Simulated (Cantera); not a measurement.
What does this Cantera script print?

```python
import numpy as np
import cantera as ct

gas_names = """
    C CH CH2 CH3 CH2OH CH3O CH4 CH3OH CO CO2 COOH C2 C2H CHCO,ketyl C2H2,acetylene C2H2,vinylidene
    CH2CO,ketene C2H3,vinyl CH3CO,acetyl C2H4 C2H4O,ethylen CH3CHO,ethanal CH3COOH (HCOOH)2 C2H5 C2H6
    CH3OCH3 C2H5OH C2O C3 C3H3,propargyl C3H4,allene C3H4,propyne C3H4,cyclo- C3H5,allyl C3H6,propylene
    C3H6,cyclo- C3H6O C3H7,n-propyl C3H7,i-propyl C3H8 C3H8O,1propanol C3H8O,2propanol C3O2 C4 C4H2
    C4H4,1,3-cyclo- C4H6,butadiene C4H6,2-butyne C4H6,cyclo- C4H8,1-butene C4H8,cis2-buten
    C4H8,tr2-butene C4H8,isobutene C4H8,cyclo- (CH3COOH)2 C4H9,n-butyl C4H9,i-butyl C4H9,s-butyl
    C4H9,t-butyl C4H10,isobutane C4H10,n-butane C5 C5H6,1,3cyclo- C5H8,cyclo- C5H10,1-pentene
    C5H10,cyclo- C5H11,pentyl C5H11,t-pentyl C5H12,n-pentane C5H12,i-pentane CH3C(CH3)2CH3 C6H2
    C6H5,phenyl C6H5O,phenoxy C6H6 C6H5OH,phenol C6H10,cyclo- C6H12,1-hexene C6H12,cyclo- C6H13,n-hexyl
    C7H7,benzyl C7H8 C7H8O,cresol C7H14,1-heptene C7H15,n-heptyl C7H16,n-heptane C8H8,styrene
    C8H10,ethylbenz C8H16,1-octene C8H17,n-octyl C8H18,isooctane C8H18,n-octane C9H19,n-nonyl
    C10H8,naphthale C10H21,n-decyl C12H9,o-bipheny C12H10,bipheny H HCO HO2 H2 HCHO,formaldehy HCOOH H2O
    H2O2 O OH O2 O3 Si SiC SiC2 SiC4H12 SiH SiH2 SiH3 SiH4 SiO SiO2 Si2 Si2C Si3
""".split()
cond_names = """
    C(gr) C6H6(L) C7H8(L) C8H18(L),n-octa H2O(s) H2O(L) Si(cr) Si(L) SiC(b) SiO2(Lqz) SiO2(hqz) SiO2(L)
""".split()


def load(file, names, dense=False):
    # The tables refer to 1 bar. Condensed volumes are neglected.
    table = {s.name: s for s in ct.Species.list_from_file(file)}
    out = []
    for n in names:
        d = dict(table[n].input_data)
        d["thermo"] = dict(d["thermo"], **{"reference-pressure": 1e5})
        if dense:
            d["equation-of-state"] = {"model": "constant-volume", "density": "1e6 g/cm^3"}
        out.append(ct.Species.from_dict(d))
    return out


gas = ct.Solution(thermo="ideal-gas", species=load("nasa_gas.yaml", gas_names))
cond = {s.name: ct.Solution(thermo="fixed-stoichiometry", species=[s], name=s.name)
        for s in load("nasa_condensed.yaml", cond_names, dense=True)}
atoms = {
    'SiC': {'Si': 1, 'C': 1},
    'CO2': {'C': 1, 'O': 2},
    'H2': {'H': 2},
    'O2': {'O': 2},
}
top_T = {'C(gr)': 4500, 'SiC(b)': 3050}  # K; cautious upper limits of use, not melting points


def equilibrate(T, P, feed):
    n = {}
    for name, mol in feed.items():
        for a, k in atoms[name].items():
            n[a] = n.get(a, 0.0) + k * mol
    gas.TPX = T, P, n
    mass = sum(n.values()) * gas.mean_molecular_weight
    gas.equilibrate("TP")
    valid = [c for c in cond.values() if c.min_temp <= T <= top_T.get(c.name, c.max_temp)]
    mix = ct.Mixture([(gas, mass / gas.mean_molecular_weight)] + [(c, 0.0) for c in valid])
    mix.T, mix.P = T, P
    mix.equilibrate("TP", solver="vcs", rtol=1e-11, max_steps=5000)
    return mix


results = []
feed = {'SiC': 1, 'CO2': 0.23, 'H2': 29, 'O2': 1.2}  # mol
P = 7.2  # Pa
for T in [1450, 1475, 1500, 1525, 1550, 1575, 1600, 1625]:
    mix = equilibrate(T, P, feed)
    results.append((T, P, feed, dict(zip(mix.species_names, mix.species_moles))))
    x = sorted(zip(gas.X, gas.species_names), reverse=True)
    print(f"T = {T:g} K  P = {P:g} Pa  gas = {mix.phase_moles(0):.4g} mol")
    print("   x: " + "  ".join(f"{s} {v:.3e}" for v, s in x if v > 1e-05))
    print("   condensed (mol): " + ("  ".join(f"{mix.phase(i).name} {mix.phase_moles(i):.4g}"
          for i in range(1, mix.n_phases) if mix.phase_moles(i) > 1e-12) or "none"))
```

Result:

```
T = 1450 K  P = 7.2 Pa  gas = 30.63 mol
   x: H2 9.459e-01  CO 4.015e-02  SiO 1.249e-02  H 1.084e-03  H2O 4.033e-04
   condensed (mol): SiO2(hqz) 0.6174
T = 1475 K  P = 7.2 Pa  gas = 30.65 mol
   x: H2 9.446e-01  CO 4.012e-02  SiO 1.292e-02  H 1.486e-03  H2O 8.341e-04  CO2 1.427e-05
   condensed (mol): SiO2(hqz) 0.604
T = 1500 K  P = 7.2 Pa  gas = 30.68 mol
   x: H2 9.425e-01  CO 4.006e-02  SiO 1.372e-02  H 2.014e-03  H2O 1.635e-03  CO2 2.686e-05
   condensed (mol): SiO2(hqz) 0.579
T = 1525 K  P = 7.2 Pa  gas = 30.74 mol
   x: H2 9.392e-01  CO 3.997e-02  SiO 1.510e-02  H2O 3.014e-03  H 2.702e-03  CO2 4.765e-05
   condensed (mol): SiO2(hqz) 0.5359
T = 1550 K  P = 7.2 Pa  gas = 30.82 mol
   x: H2 9.340e-01  CO 3.983e-02  SiO 1.729e-02  H2O 5.205e-03  H 3.587e-03  CO2 7.936e-05
   condensed (mol): SiO2(hqz) 0.4671
T = 1575 K  P = 7.2 Pa  gas = 30.94 mol
   x: H2 9.265e-01  CO 3.963e-02  SiO 2.054e-02  H2O 8.450e-03  H 4.714e-03  CO2 1.246e-04
   condensed (mol): SiO2(hqz) 0.3647
T = 1600 K  P = 7.2 Pa  gas = 31.11 mol
   x: H2 9.162e-01  CO 3.936e-02  SiO 2.509e-02  H2O 1.301e-02  H 6.133e-03  CO2 1.860e-04
   condensed (mol): SiO2(hqz) 0.2194
T = 1625 K  P = 7.2 Pa  gas = 31.33 mol
   x: H2 9.024e-01  CO 3.899e-02  SiO 3.126e-02  H2O 1.918e-02  H 7.899e-03  CO2 2.665e-04
   condensed (mol): SiO2(hqz) 0.02053
```

Equilibrium computed with Cantera from the NASA thermochemical tables; the gas is ideal and each condensed phase is pure. The tables hold silica as quartz up to 1696 K and as liquid above; real silica turns to tridymite and cristobalite and melts near 1996 K.
